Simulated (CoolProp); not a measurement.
Computed with CoolProp (reference Helmholtz-energy equation of state, Thol 2015).

### Question
Give the vapour pressure (MPa), liquid density (kg/m³), vapour Z of saturated octamethylcyclotetrasiloxane (D4) at 425.5 K.

### Answer
| T (K) | p (MPa) | liquid density (kg/m³) | vapour Z |
|---|---|---|---|
| 425.5 | 0.0536 | 797 | 0.952 |
